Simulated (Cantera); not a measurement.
An isothermal, constant-pressure homogeneous reactor starts with 2.44 % H₂, 97.6 % O₂, at 1225 K and 10.00 Torr.

Detailed kinetics in Cantera: the H2/O2 subset of GRI-Mech 3.0, which has no nitrogen chemistry. Radical loss at walls, strong at low pressure, is not modelled.

x: mole fraction; the columns are a selection and need not sum to one.

```csv
t (s),x H₂,x O₂,x OH,x H₂O₂,x H₂O,x HO₂,x O
4.00e-5,0.0244,0.976,5.03e-10,<1e-12,5.68e-11,1.39e-9,5.29e-10
0.000126,0.0244,0.976,3.07e-9,<1e-12,1.18e-9,4.40e-9,3.55e-9
0.000400,0.0244,0.976,2.15e-8,6.73e-12,2.36e-8,1.40e-8,2.90e-8
0.00126,0.0244,0.976,1.11e-6,6.76e-11,1.94e-6,4.84e-8,1.59e-6
0.00400,0.00411,0.959,0.00387,(withheld),0.0167,2.45e-6,0.0132
0.0126,0.000213,0.956,0.00188,4.20e-8,0.0223,1.75e-6,0.0175
0.0400,0.000160,0.961,0.00164,4.15e-8,0.0229,1.57e-6,0.0129
0.126,7.58e-5,0.969,0.00113,(withheld),0.0238,1.14e-6,0.00595
0.400,1.80e-5,0.974,0.000553,(withheld),0.0244,5.41e-7,0.00139
1.26,2.68e-6,0.975,0.000215,(withheld),0.0246,1.54e-7,0.000208
4.00,3.87e-7,0.975,8.18e-5,(withheld),0.0246,3.37e-8,3.00e-5
```

Question: Complete the blanks.

Answer: 
- 0.00400, x H₂O₂: 1.50e-7
- 0.126, x H₂O₂: 3.77e-8
- 0.400, x H₂O₂: 2.58e-8
- 1.26, x H₂O₂: 1.11e-8
- 4.00, x H₂O₂: 3.31e-9
